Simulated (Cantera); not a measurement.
Input: 1 mol Nb, 0.24 mol H2O, at 6530 Torr.

Method: chemical equilibrium by Gibbs-energy minimisation in Cantera with the NASA 1993 tables (ideal gas, pure condensed phases). Candidate condensed phases: H2O, Nb, NbO, NbO2, Nb2O5; 12 gas species. Mutual solubility and eutectic melting of coexisting phases are not modelled. NbO: taken at fixed stoichiometry. Condensed phases not in the tables: N, O or C dissolved in the metal. The numbers say what is thermodynamically allowed, not how fast it happens. All values below are at 2123 K.

Base state: H2 0.996, H2O 0.00259, H 0.00121 (mole fractions); condensed: Nb(s) + NbO(s).

Problem. What changes in the equilibrium state with this change: Nb replaced by Cr?

Solution. 
```tsv
species	before	after
H2	0.996	0.976
H2O	0.00259	0.0225
H	0.00121	0.00120
Cr	0	0.000480
Nb(s), mol	0.761	0
NbO(s), mol	0.239	0
Cr(s), mol	0	0.843
Cr2O3(s), mol	0	0.0782
```
Further candidate phases: Cr, Cr2O3.
